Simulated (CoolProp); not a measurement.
R245ca at several states: density (kg/m³) from the reference equation and from simpler models built on Tc = 447.6 K, pc = 3.941 MPa, ω = 0.355; each cubic takes its own stable root.

Values from CoolProp's reference Helmholtz-energy equation of state, Zhou 2016.

```csv
T (K),p (MPa),phase,reference,van der Waals,Soave-Redlich-Kwong,Peng-Robinson
366.7,7.82,liquid,1233,792.3,1137,1283
234.1,0.119,liquid,1539,8.546,1410,1586
386,0.065,gas,2.742,2.734,2.740,2.742
271.6,3.27,liquid,1458,886.6,1348,1519
284,0.716,liquid,1424,855.5,1315,1485
```

At some of these states van der Waals gives the other phase, because its saturation line lies elsewhere.
